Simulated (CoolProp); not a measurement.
CHF3 (R23) along the isobar 5.33 MPa: density (kg/m³) from the reference equation and from simpler models built on Tc = 26.1 °C, pc = 4.832 MPa, ω = 0.263; each cubic takes its own stable root.

The numbers come from the reference Helmholtz-energy equation of state, Penoncello 2003 in CoolProp.

| T (°C) | phase | reference | van der Waals | Redlich-Kwong | Peng-Robinson |
|---|---|---|---|---|---|
| -1.55 | liquid | 1090 | 646.7 | 860.0 | 1010 |
| 12.95 | liquid | 976.0 | ___ | 750.7 | 870.0 |
| 27.55 | supercritical | 739.3 | 486.6 | 560.7 | 606.7 |
| 42.05 | supercritical | 258.6 | 259.5 | 257.8 | 258.1 |
| 56.55 | supercritical | 206.7 | 210.3 | 208.6 | 207.9 |
| 71.05 | supercritical | ___ | 184.6 | 182.4 | 181.0 |
| 85.65 | supercritical | 161.7 | 167.0 | 164.5 | 162.6 |
| 100.15 | supercritical | 148.3 | 153.7 | 151.2 | ___ |
| 114.65 | supercritical | 137.8 | 143.1 | 140.6 | ___ |
| 129.25 | supercritical | 129.1 | 134.2 | 131.8 | 129.5 |
| 143.75 | supercritical | 121.8 | 126.7 | 124.4 | 122.1 |
| 158.25 | supercritical | ___ | ___ | 118.0 | 115.7 |
| 172.75 | supercritical | 110.1 | 114.5 | 112.4 | 110.1 |
| 187.35 | supercritical | 105.2 | 109.4 | 107.4 | 105.2 |
| 201.85 | supercritical | 100.8 | ___ | 102.9 | 100.8 |

Task: What belongs in the gaps?

Result: 
- 12.95, van der Waals: 587.1
- 71.05, reference: 179.8
- 100.15, Peng-Robinson: 149.1
- 114.65, Peng-Robinson: 138.4
- 158.25, reference: 115.5
- 158.25, van der Waals: 120.2
- 201.85, van der Waals: 104.8
